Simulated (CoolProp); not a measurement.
Properties of CHF3 (R23) at several states (Tc = 26.1 °C, pc = 48.32 bar, ω = 0.263).

Model: reference Helmholtz-energy equation of state, Penoncello 2003, in CoolProp.

```json
[
 {"T (°C)": "-76.25", "p (bar)": "52.3", "phase": "liquid", "density (kg/m³)": "1437", "cp (kJ/(kg K))": "1.232", "Joule-Thomson coefficient (K/MPa)": "-0.2776", "isothermal compressibility (1/MPa)": "0.001771", "conductivity (mW/(m K))": "133"},
 {"T (°C)": "109.65", "p (bar)": "15.9", "phase": "gas", "density (kg/m³)": "36.82", "cp (kJ/(kg K))": "0.9002", "Joule-Thomson coefficient (K/MPa)": "6.273", "isothermal compressibility (1/MPa)": "0.6624", "conductivity (mW/(m K))": "19.9"},
 {"T (°C)": "-36.65", "p (bar)": "8.18", "phase": "liquid", "density (kg/m³)": "1254", "cp (kJ/(kg K))": "1.389", "Joule-Thomson coefficient (K/MPa)": "-0.03167", "isothermal compressibility (1/MPa)": "0.004601", "conductivity (mW/(m K))": "102"},
 {"T (°C)": "-34.75", "p (bar)": "37.3", "phase": "liquid", "density (kg/m³)": "1261", "cp (kJ/(kg K))": "1.363", "Joule-Thomson coefficient (K/MPa)": "-0.06208", "isothermal compressibility (1/MPa)": "0.004212", "conductivity (mW/(m K))": "103"},
 {"T (°C)": "-65.45", "p (bar)": "30.9", "phase": "liquid", "density (kg/m³)": "1390", "cp (kJ/(kg K))": "1.261", "Joule-Thomson coefficient (K/MPa)": "-0.2335", "isothermal compressibility (1/MPa)": "0.002229", "conductivity (mW/(m K))": "123"},
 {"T (°C)": "-141.65", "p (bar)": "3.67", "phase": "liquid", "density (kg/m³)": "1658", "cp (kJ/(kg K))": "1.196", "Joule-Thomson coefficient (K/MPa)": "-0.3702", "isothermal compressibility (1/MPa)": "0.0007186", "conductivity (mW/(m K))": "225"}
]
```

Thermal conductivity comes from a separate model (Shan 2000).
